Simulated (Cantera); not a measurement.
What does this Cantera script print?

```python
import numpy as np
import cantera as ct

gas = ct.Solution("gri30.yaml")
gas.TPX = 1075, 38000, {'N2O': 7.5, 'O2': 1.4}
reactor = ct.IdealGasConstPressureReactor(gas, energy="off", clone=False)
net = ct.ReactorNet([reactor])
net.rtol, net.atol = 1e-08, 1e-18
show = ['N2O', 'O2', 'NO2', 'NO', 'N2']
times = np.geomspace(0.0008, 70, 11)

steps = ct.SolutionArray(gas, extra=["t"])
rows = []
print(f"{'t/s':>10s}{'T/K':>9s}{'P/Pa':>11s}" + "".join(f"{s:>11s}" for s in show))
for t in times:
    while net.time < t:
        t_next = net.step()
        steps.append(gas.state, t=t_next)
    rows.append([np.interp(t, steps.t, y) for y in (steps.T, steps.P, *steps(*show).X.T)])
    print(f"{t:10.3e}{rows[-1][0]:9.1f}{rows[-1][1]:11.4g}" + "".join(f"{x:11.3e}" for x in rows[-1][2:]))
rate = np.gradient(steps.T, steps.t)
print("integrator steps:", len(steps.t))
if steps.T.max() > steps.T[0] + 200:
    print(f"time of steepest temperature rise: {steps.t[rate.argmax()]:.4e} s")
gas.TPX = 1075, 38000, {'N2O': 7.5, 'O2': 1.4}
gas.equilibrate("TP")
print(f"equilibrium (TP): T = {gas.T:.1f} K  " + "  ".join(f"{s} {gas[s].X[0]:.3e}" for s in show))
```

Output:

```
       t/s      T/K       P/Pa        N2O         O2        NO2         NO         N2
 8.000e-04   1075.0    3.8e+04  8.427e-01  1.573e-01  5.049e-12  6.322e-07  1.036e-05
 2.496e-03   1075.0    3.8e+04  8.426e-01  1.573e-01  5.166e-11  2.024e-06  3.274e-05
 7.789e-03   1075.0    3.8e+04  8.425e-01  1.573e-01  5.157e-10  6.366e-06  1.025e-04
 2.430e-02   1075.0    3.8e+04  8.422e-01  1.574e-01  4.887e-09  1.991e-05  3.203e-04
 7.584e-02   1075.0    3.8e+04  8.412e-01  1.577e-01  4.467e-08  6.209e-05  9.991e-04
 2.366e-01   1075.0    3.8e+04  8.381e-01  1.586e-01  3.606e-07  1.931e-04  3.110e-03
 7.384e-01   1075.0    3.8e+04  8.286e-01  1.612e-01  2.191e-06  5.963e-04  9.628e-03
 2.304e+00   1075.0    3.8e+04  7.997e-01  1.691e-01  8.911e-06  1.810e-03  2.931e-02
 7.189e+00   1075.0    3.8e+04  7.182e-01  1.916e-01  2.802e-05  5.211e-03  8.496e-02
 2.243e+01   1075.0    3.8e+04  5.267e-01  2.444e-01  7.212e-05  1.299e-02  2.158e-01
 7.000e+01   1075.0    3.8e+04  2.359e-01  3.253e-01  1.348e-04  2.366e-02  4.151e-01
integrator steps: 611
equilibrium (TP): T = 1075.0 K  N2O 3.354e-09  O2 4.071e-01  NO2 2.317e-06  NO 8.182e-05  N2 5.928e-01
```

Computed with Cantera and GRI-Mech 3.0 (53 species, 325 reactions). GRI-Mech 3.0 was tuned for natural gas; its chemistry of N2O as a main component is partial and can be far from experiment. The mechanism lacks the step 2 NO + O2 → 2 NO2, which can matter for NO2 below about 1400 K. The temperature is held fixed by assumption; the heat of reaction is taken as removed at once.
